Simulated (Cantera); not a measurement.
Gas mixture: 51.8 % C2H4, 48.2 % C2H2, at 7500 Torr, frozen composition.

Cantera's kinetic-theory transport with the Lennard-Jones parameters of GRI-Mech 3.0, ideal gas; thermal conductivity in the mixture-averaged form. The composition is frozen, though it would react at the higher temperatures.

D: mixture-averaged diffusion coefficient of that species in the mixture.

```csv
T (K),ρ (kg/m³),cp (J/kg/K),μ (µPa s),λ (mW/m/K),Pr,D (cm²/s) CH4,D (cm²/s) O,D (cm²/s) NH3
400,8.14,1902,13.5,34.6,0.739,0.0299,0.0429,0.0288
500,6.51,2165,16.3,47.6,0.743,0.0448,0.0636,0.0444
600,5.43,2391,19.0,60.8,0.747,0.0619,0.0872,0.0628
700,4.65,2579,21.5,73.9,0.748,0.0810,0.114,0.0836
800,4.07,2734,23.8,86.9,0.747,0.102,0.142,0.107
900,3.62,2870,25.9,?,0.747,?,?,?
1000,3.26,3009,28.0,112,0.751,0.149,0.208,0.159
1100,2.96,3120,29.9,124,0.752,0.176,0.244,0.188
1200,2.71,3220,31.8,?,0.752,?,?,?
```

Question: What belongs in the gaps?

Answer: 
- 900, λ (mW/m/K): 99.6
- 900, D (cm²/s) CH4: 0.125
- 900, D (cm²/s) O: 0.174
- 900, D (cm²/s) NH3: 0.132
- 1200, λ (mW/m/K): 136
- 1200, D (cm²/s) CH4: 0.203
- 1200, D (cm²/s) O: 0.282
- 1200, D (cm²/s) NH3: 0.220
